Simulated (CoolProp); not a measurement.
Model: reference Helmholtz-energy equation of state, Gao 2020, in CoolProp.

### Question
For ammonia, give the phase and the Z, cp (kJ/(kg K)), isothermal compressibility (1/MPa), conductivity (mW/(m K)) at 270.8 K and 87.4 bar; 270.8 K and 306 bar.

### Answer
- 270.8 K and 87.4 bar: liquid; Z 0.102, cp 4.54, isothermal compressibility 0.000993, conductivity 579
- 270.8 K and 306 bar: liquid; Z 0.351, cp 4.43, isothermal compressibility 0.000831, conductivity 611

Thermal conductivity comes from a separate model (Tufeu 1984).
